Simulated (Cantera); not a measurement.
A diamond (100) surface in a fixed gas of H2 with x(CH4) = 0.0064, x(H) = 0.0043, x(CH3) = 3.4e-05, at 1125 K; coverages are run to steady state.

Model: the Harris–Goodwin 1993 mechanism for the reconstructed diamond (100) surface, integrated in Cantera.

One state of this run: growth (µm/h) = 0.142; θ c6HH = 0.494; θ c6H* = 0.0303; θ c6*H = 0.454; θ c6** = 0.0203; θ c6HM = 0.000766. θ: site fractions in the mechanism's names (c6HH fully hydrogenated, c6H* and c6*H radical sites, c6** diradical, c6HM methylated).

**Question.** Which value of P (Pa) does it belong to?
(A) 1500
(B) 7200
(C) 330
(D) 12000

**Answer.** A, 1500
